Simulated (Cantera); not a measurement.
What does this Cantera script print?

```python
import numpy as np
import cantera as ct

gas_names = """
    C CH CH2 CH3 CH2OH CH3O CH4 CH3OH CO CO2 COOH C2 C2H CHCO,ketyl C2H2,acetylene C2H2,vinylidene
    CH2CO,ketene C2H3,vinyl CH3CO,acetyl C2H4 C2H4O,ethylen CH3CHO,ethanal CH3COOH (HCOOH)2 C2H5 C2H6
    CH3OCH3 C2H5OH C2O C3 C3H3,propargyl C3H4,allene C3H4,propyne C3H4,cyclo- C3H5,allyl C3H6,propylene
    C3H6,cyclo- C3H6O C3H7,n-propyl C3H7,i-propyl C3H8 C3H8O,1propanol C3H8O,2propanol C3O2 C4 C4H2
    C4H4,1,3-cyclo- C4H6,butadiene C4H6,2-butyne C4H6,cyclo- C4H8,1-butene C4H8,cis2-buten
    C4H8,tr2-butene C4H8,isobutene C4H8,cyclo- (CH3COOH)2 C4H9,n-butyl C4H9,i-butyl C4H9,s-butyl
    C4H9,t-butyl C4H10,isobutane C4H10,n-butane C5 C5H6,1,3cyclo- C5H8,cyclo- C5H10,1-pentene
    C5H10,cyclo- C5H11,pentyl C5H11,t-pentyl C5H12,n-pentane C5H12,i-pentane CH3C(CH3)2CH3 C6H2
    C6H5,phenyl C6H5O,phenoxy C6H6 C6H5OH,phenol C6H10,cyclo- C6H12,1-hexene C6H12,cyclo- C6H13,n-hexyl
    C7H7,benzyl C7H8 C7H8O,cresol C7H14,1-heptene C7H15,n-heptyl C7H16,n-heptane C8H8,styrene
    C8H10,ethylbenz C8H16,1-octene C8H17,n-octyl C8H18,isooctane C8H18,n-octane C9H19,n-nonyl
    C10H8,naphthale C10H21,n-decyl C12H9,o-bipheny C12H10,bipheny H HCO HO2 H2 HCHO,formaldehy HCOOH H2O
    H2O2 O OH O2 O3 Si SiC SiC2 SiC4H12 SiH SiH2 SiH3 SiH4 SiO SiO2 Si2 Si2C Si3
""".split()
cond_names = """
    C(gr) C6H6(L) C7H8(L) C8H18(L),n-octa H2O(s) H2O(L) Si(cr) Si(L) SiC(b) SiO2(Lqz) SiO2(hqz) SiO2(L)
""".split()


def load(file, names, dense=False):
    # The tables refer to 1 bar. Condensed volumes are neglected.
    table = {s.name: s for s in ct.Species.list_from_file(file)}
    out = []
    for n in names:
        d = dict(table[n].input_data)
        d["thermo"] = dict(d["thermo"], **{"reference-pressure": 1e5})
        if dense:
            d["equation-of-state"] = {"model": "constant-volume", "density": "1e6 g/cm^3"}
        out.append(ct.Species.from_dict(d))
    return out


gas = ct.Solution(thermo="ideal-gas", species=load("nasa_gas.yaml", gas_names))
cond = {s.name: ct.Solution(thermo="fixed-stoichiometry", species=[s], name=s.name)
        for s in load("nasa_condensed.yaml", cond_names, dense=True)}
atoms = {
    'SiO2': {'Si': 1, 'O': 2},
    'CO': {'C': 1, 'O': 1},
    'H2': {'H': 2},
}
top_T = {'C(gr)': 4500, 'SiC(b)': 3050}  # K; cautious upper limits of use, not melting points


def equilibrate(T, P, feed):
    n = {}
    for name, mol in feed.items():
        for a, k in atoms[name].items():
            n[a] = n.get(a, 0.0) + k * mol
    gas.TPX = T, P, n
    mass = sum(n.values()) * gas.mean_molecular_weight
    gas.equilibrate("TP")
    valid = [c for c in cond.values() if c.min_temp <= T <= top_T.get(c.name, c.max_temp)]
    mix = ct.Mixture([(gas, mass / gas.mean_molecular_weight)] + [(c, 0.0) for c in valid])
    mix.T, mix.P = T, P
    mix.equilibrate("TP", solver="vcs", rtol=1e-11, max_steps=5000)
    return mix


results = []
feed = {'SiO2': 1, 'CO': 2, 'H2': 5.6}  # mol
T = 848.15  # K
P = 14  # Pa
mix = equilibrate(T, P, feed)
results.append((T, P, feed, dict(zip(mix.species_names, mix.species_moles))))
print(gas.report(threshold=0.001))
for i in range(1, mix.n_phases):
    print(f"{mix.phase(i).name:16s} {mix.phase_moles(i):12.5e} mol")
```

Result:

```
       temperature   848.15 K
          pressure   14 Pa
           density   1.7582e-05 kg/m^3
  mean mol. weight   8.8562 kg/kmol
   phase of matter   gas

                          1 kg             1 kmol
                     ---------------   ---------------
          enthalpy       -1.4545e+06       -1.2882e+07  J
   internal energy       -2.2508e+06       -1.9934e+07  J
           entropy             29105        2.5776e+05  J/K
    Gibbs function        -2.614e+07        -2.315e+08  J
 heat capacity c_p            3437.5             30443  J/K
 heat capacity c_v            2498.6             22128  J/K

                      mass frac. Y      mole frac. X     chem. pot. / RT
                     ---------------   ---------------   ---------------
                CO           0.83067           0.26264           -51.075
                H2           0.16774           0.73689           -26.291
     [ +121 minor]         0.0015836        0.00046729

C(gr)             2.81145e-03 mol
Si(cr)            0.00000e+00 mol
SiC(b)            0.00000e+00 mol
SiO2(hqz)         1.00000e+00 mol
```

Cantera equilibrium calculation (NASA polynomials, part measured and part estimated; ideal gas, pure solids and liquids).
